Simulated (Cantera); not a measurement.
Mixture: CH4 : H2 : O2 : N2 = 1 : 1.2 : 1.37 : 5.15 (molar parts), equivalence ratio 1.9, at 9.87 atm, adiabatic and at constant pressure. Ignition delay is the time to a rise of 400 K.

Computed with Cantera and GRI-Mech 3.0 (53 species, 325 reactions). Below about 1000 K GRI-Mech 3.0 lacks low-temperature oxidation paths. Below about 950 K walls govern HO2 and H2O2 in real vessels.

Task: Predict: delay at 875 K; delay at 975 K; delay at 1075 K; delay at 1175 K; delay at 1275 K; delay at 1375 K; apparent activation energy between 1175 and 1375 K.

Result: 
```json
{
  "delay at 875 K": "0.256 s",
  "delay at 975 K": "16.5 ms",
  "delay at 1075 K": "1.60 ms",
  "delay at 1175 K": "0.269 ms",
  "delay at 1275 K": "95.8 µs",
  "delay at 1375 K": "47.4 µs",
  "apparent activation energy between 1175 and 1375 K": "120 kJ/mol"
}
```
